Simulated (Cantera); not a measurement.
An isothermal plug-flow reactor at 975 K and 218 Torr (inlet), inlet velocity 0.16 m/s, active area per volume 330 1/m; feed 0.174 % CH4, 13.1 % O2, 86.1 % N2, 0.621 % H2O, equivalence ratio 0.027.

Cantera simulation using Deutschmann's 1995 Pt surface mechanism with GRI-Mech 3.0 gas chemistry; the numbers are that mechanism's predictions, not measurements. Catalytic surfaces can have several steady states; this one follows from the mechanism file's or the stated starting coverage. Mass transfer to the wall is taken as infinitely fast.

x: gas mole fraction; θ: surface coverage.

```json
[
 {"z (m)": "0.0004", "x CH4": "0.00162", "x O2": "0.131", "x H2O": "0.00646", "x CO2": "0.000121", "x CO": "8.16e-7", "θ free Pt": "0.220", "θ O*": "0.779", "θ OH*": "0.000884"},
 {"z (m)": "0.00072", "x CH4": "0.00153", "x O2": "0.130", "x H2O": "0.00664", "x CO2": "0.000212", "x CO": "7.70e-7", "θ free Pt": "0.220", "θ O*": "0.779", "θ OH*": "0.000896"},
 {"z (m)": "0.0013", "x CH4": "0.00138", "x O2": "0.130", "x H2O": "0.00695", "x CO2": "0.000364", "x CO": "6.93e-7", "θ free Pt": "0.220", "θ O*": "0.779", "θ OH*": "0.000917"},
 {"z (m)": "0.0023", "x CH4": "0.00115", "x O2": "0.130", "x H2O": "0.00740", "x CO2": "0.000593", "x CO": "5.79e-7", "θ free Pt": "0.220", "θ O*": "0.779", "θ OH*": "0.000946"},
 {"z (m)": "0.004", "x CH4": "?", "x O2": "0.129", "x H2O": "?", "x CO2": "?", "x CO": "?", "θ free Pt": "0.220", "θ O*": "0.779", "θ OH*": "0.000984"},
 {"z (m)": "0.0072", "x CH4": "0.000468", "x O2": "0.128", "x H2O": "0.00876", "x CO2": "0.00127", "x CO": "2.38e-7", "θ free Pt": "0.221", "θ O*": "0.778", "θ OH*": "0.00103"},
 {"z (m)": "0.013", "x CH4": "0.000161", "x O2": "0.128", "x H2O": "0.00937", "x CO2": "0.00157", "x CO": "8.38e-8", "θ free Pt": "0.221", "θ O*": "0.778", "θ OH*": "0.00106"},
 {"z (m)": "0.023", "x CH4": "2.56e-5", "x O2": "0.127", "x H2O": "0.00964", "x CO2": "0.00171", "x CO": "1.54e-8", "θ free Pt": "0.221", "θ O*": "0.778", "θ OH*": "0.00108"},
 {"z (m)": "0.04", "x CH4": "?", "x O2": "0.127", "x H2O": "0.00969", "x CO2": "0.00173", "x CO": "?", "θ free Pt": "0.221", "θ O*": "0.778", "θ OH*": "0.00108"}
]
```

Task: Complete the blanks.

Result: 
- 0.004, x CH4: 0.000841
- 0.004, x H2O: 0.00801
- 0.004, x CO2: 0.000897
- 0.004, x CO: 4.25e-7
- 0.04, x CH4: 1.12e-6
- 0.04, x CO: 2.41e-9
